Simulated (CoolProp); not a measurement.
The fluid at 369.33 K and 8.08 MPa (stagnation) flows isentropically through a choked orifice. The same conditions are run with several fluids, on thermodynamics alone (safety and materials aside).

The numbers come from the reference Helmholtz-energy equation of state of each fluid (R13: Platzer 1990; CH2F2 (R32): Tillner-Roth 1997; ethane: Bücker 2006; R407C: Lemmon 2003; methane: Setzmann 1991) in CoolProp. The equations of Platzer and Polt are older, rougher fits. Blends and air are pseudo-pure fits.

```json
[
 {"fluid": "R13", "throat to inlet pressure ratio": "0.604", "mass flux (kg/(m² s))": "(withheld)", "throat temperature (K)": "339.2"},
 {"fluid": "CH2F2 (R32)", "throat to inlet pressure ratio": "(withheld)", "mass flux (kg/(m² s))": "(withheld)", "throat temperature (K)": "350.9"},
 {"fluid": "ethane", "throat to inlet pressure ratio": "0.591", "mass flux (kg/(m² s))": "(withheld)", "throat temperature (K)": "333.2"},
 {"fluid": "R407C", "throat to inlet pressure ratio": "(withheld)", "mass flux (kg/(m² s))": "67300", "throat temperature (K)": "356.4"},
 {"fluid": "methane", "throat to inlet pressure ratio": "0.541", "mass flux (kg/(m² s))": "(withheld)", "throat temperature (K)": "(withheld)"}
]
```

**Question.** What belongs in the gaps?

**Answer.** 
- R13, mass flux (kg/(m² s)): 37500
- CH2F2 (R32), throat to inlet pressure ratio: 0.711
- CH2F2 (R32), mass flux (kg/(m² s)): 37700
- ethane, mass flux (kg/(m² s)): 19600
- R407C, throat to inlet pressure ratio: 0.549
- methane, mass flux (kg/(m² s)): 12700
- methane, throat temperature (K): 319.2
